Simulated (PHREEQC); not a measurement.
## Brine: speciation

Solution (25 °C): 3 mol NaBr and 0.065 mol CaCl2 per kg of water. Closed to the air; pH follows from the charge balance.

Model: Pitzer model, pitzer.dat, run in PHREEQC.

No solid was allowed to form.

Task: What activity of water does the model give?

Result: activity of water 0.882.
